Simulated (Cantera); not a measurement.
Feed: 1 mol SiH2Cl2, 410 mol H2, equilibrated at 1475 K and 10000 Pa.

Equilibrium computed with Cantera from the NASA thermochemical tables; the gas is ideal and each condensed phase is pure. Candidate condensed phases: Si; 19 gas species. Equilibrium is a limit: real reactors are often held back by kinetics, nucleation or transport.

Base state: H2 0.995, HCl 0.00471, SiCl2 7.02e-5, H 4.09e-5 (mole fractions); condensed: Si(s).

Problem. What changes in the equilibrium state with this change: H2 from 410 to 4.9 mol?

Solution. 
```csv
species,before,after
H2,0.995,0.800
HCl,0.00471,0.125
SiCl2,7.02e-5,0.0615
SiCl4,4.59e-9,0.00352
SiCl3,3.08e-7,0.00797
SiHCl3,9.17e-8,0.00213
"Si(s), mol",0.970,0.485
```
The tables' values for SiCl3 are old estimates; treat these amounts as uncertain.

Problem. What changes in the equilibrium state with this change: H2 from 410 to 4.1 mol?

Solution. 
| species | before | after |
|---|---|---|
| H2 | 0.995 | 0.779 |
| HCl | 0.00471 | 0.133 |
| SiCl2 | 7.02e-5 | 0.0712 |
| SiCl4 | 4.59e-9 | 0.00471 |
| SiCl3 | 3.08e-7 | 0.00993 |
| SiHCl3 | 9.17e-8 | 0.00262 |
| SiH2Cl2 | 2.88e-7 | 0.000228 |
| H | 4.09e-5 | 3.62e-5 |
| Si(s), mol | 0.970 | 0.466 |
The tables' values for SiCl3 are old estimates; treat these amounts as uncertain.
